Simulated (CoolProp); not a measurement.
A single-stage vapour-compression cycle with R365MFC: evaporating at 308.15 K (dew point), condensing at 339.15 K (bubble point), superheat 5 K, subcooling 5 K, compressor efficiency 0.85, no pressure losses. Each further row changes one setting.

The numbers come from the reference Helmholtz-energy equation of state, Lemmon 2016 in CoolProp.

```
case                              cooling COP  pressure ratio  discharge temperature (K)  refrigerating effect (kJ/kg)  volumetric capacity (kJ/m³)
--------------------------------  -----------  --------------  -------------------------  ----------------------------  ---------------------------
as stated                                7.65            2.82                      339.1                           159                          786
evaporating temperature 313.15 K         9.49               ?                      339.1                           163                          962
condensing temperature 334.15 K          9.36            2.42                      334.1                           166                          821
subcooling 10 K                          8.00            2.82                      339.1                           166                          821
superheat 15 K                           7.83            2.82                      346.8                             ?                            ?
compressor efficiency 0.75               6.75            2.82                      339.2                           159                          786
```

**Question.** Complete the blanks.

**Answer.** 
- evaporating temperature 313.15 K, pressure ratio: 2.35
- superheat 15 K, refrigerating effect (kJ/kg): 169
- superheat 15 K, volumetric capacity (kJ/m³): 808

The compression ends wet for: as stated; evaporating temperature 313.15 K; condensing temperature 334.15 K; subcooling 10 K.
